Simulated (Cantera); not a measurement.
Source: NASA polynomial tables (part measured, part estimated), evaluated in Cantera. Values are per mole of reaction as written; species without (g) are pure solids or liquids, kept so even where they would boil at 1 bar.

Q: Between 823 and 2423 K, where is each reaction favourable under standard conditions?
- 3 HF(g) + BCl₃(g) = B + 3 F(g) + 3 HCl(g)

A: 
- 3 HF(g) + BCl₃(g) = B + 3 F(g) + 3 HCl(g): ΔG° is 987 kJ at 823 K and 579 kJ at 2423 K; it stays positive (K < 1). ΔH° is 1262 kJ and ΔS° 282 J/K at 2423 K.
